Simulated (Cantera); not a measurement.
## Hydrogen reduction and annealing atmospheres: Fe3O4 + H2

Input: 1 mol Fe3O4, 0.63 mol H2, held at 1450 K and 1 atm.

Method: chemical equilibrium by Gibbs-energy minimisation in Cantera with the NASA 1993 tables (ideal gas, pure condensed phases). Candidate condensed phases: Fe, FeO, Fe(OH)2, Fe(OH)3, Fe2O3, Fe3O4, H2O; 12 gas species. Mutual solubility and eutectic melting of coexisting phases are not modelled. The tables' stoichiometric FeO is somewhat more stable than real wüstite, so its field is too wide. FeO: taken at fixed stoichiometry. The numbers say what is thermodynamically allowed, not how fast it happens.

```json
{
 "x(H2O)": "0.979",
 "x(H2)": "0.0211",
 "x(Fe(OH)2)": "9.28e-6",
 "x(OH)": "1.52e-6",
 "x(H)": "1.36e-6",
 "n(FeO(s))": "1.85 mol",
 "n(Fe3O4(s))": "0.383 mol",
 "gas_amount": "0.6300 mol",
 "log10 activity of Fe(γ) (absent)": "-2.07",
 "log10 activity of Fe(OH)2(s) (absent)": "-5.52",
 "log10 activity of Fe(OH)3(s) (absent)": "-9.56"
}
```
